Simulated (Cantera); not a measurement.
An adiabatic, constant-pressure homogeneous reactor starts with 6.16 % CH₄, 18.7 % O₂, 70.2 % N₂, 4.99 % H₂O, at 1475 K and 4.93 atm.

Cantera simulation using GRI-Mech 3.0 (53 species, 325 reactions); the numbers are that mechanism's predictions, not measurements.

Problem. Predict: time of steepest temperature rise; temperature at 0.200 s; equilibrium temperature; x(O₂) at 0.200 s; x(H₂O) at 0.200 s; x(NO) at 0.200 s.

Solution. 
```json
{
  "time_of_steepest_temperature_rise": "0.402 ms",
  "temperature at 0.200 s": "2562 K",
  "equilibrium_temperature": "2562 K",
  "x(O₂) at 0.200 s": "0.0570 (gas-phase equilibrium 0.0570)",
  "x(H₂O) at 0.200 s": "0.163 (gas-phase equilibrium 0.163)",
  "x(NO) at 0.200 s": "0.0125 (gas-phase equilibrium 0.0125)"
}
```
